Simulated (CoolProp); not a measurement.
Vapour-liquid equilibrium of CHF3 (R23) (1) + R22 (2) at 0.101 bar; x and y are mole fractions of (1).

The numbers come from the multi-fluid Helmholtz-energy mixture model, Penoncello 2003 and Kamei 1995; pair parameters Bell 2016 in CoolProp.

```
x     bubble temperature (°C)  y at the bubble point  dew temperature at overall composition x (°C)  liquid density (mol/L)
----  -----------------------  ---------------------  ---------------------------------------------  ----------------------
0.05                    -88.3                  0.479                                          -81.0                   17.96
0.2                    -100.1                  0.840                                          -83.2                   18.79
0.35                   -105.5                  0.919                                          -85.7                   19.45
0.5                    -108.5                  0.951                                          -88.8                   20.08
0.65                   -110.6                  0.969                                          -92.7                   20.72
0.8                    -112.2                  0.983                                          -98.2                   21.37
0.95                   -113.7                  0.995                                         -108.4                   22.08
```

No azeotrope shows between x = 0.05 and 0.95.

Pair parameters are fitted to limited data, so mixtures are less certain than the pure fluids.
